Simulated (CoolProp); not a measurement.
Saturation properties of R143a (Tc = 72.7 °C, pc = 37.62 bar, ω = 0.261).

Model: reference Helmholtz-energy equation of state, Lemmon and Jacobsen 2000, in CoolProp.

```csv
T (°C),p (bar),liquid density (kg/m³),enthalpy of vaporisation (kJ/kg),liquid cp (kJ/(kg K)),liquid conductivity (mW/(m K))
-43.05,1.231,1155,223.7,1.336,99.6
-40.65,1.371,1148,222.0,1.343,98.5
-38.35,1.517,1142,220.3,1.350,97.4
-36.05,1.674,1135,218.6,1.356,96.4
-33.75,1.844,1129,216.9,1.363,95.3
-31.45,2.027,1122,215.1,1.371,94.3
-29.15,2.223,1115,213.3,1.378,93.2
-26.85,2.434,1109,211.5,1.386,92.2
-24.45,2.670,1102,209.6,1.394,91.1
-22.15,2.912,1095,207.7,1.402,90.1
-19.85,3.171,1088,205.8,1.410,89.1
-17.55,3.447,1081,203.9,1.419,88.1
-15.25,3.741,1074,201.9,1.427,87.1
-12.95,4.053,1067,199.9,1.436,86.2
```

It boils at -47.2 °C under 1 atm.

Thermal conductivity comes from a separate model (McLinden 2000), an estimate that may be off by 10 % or more.
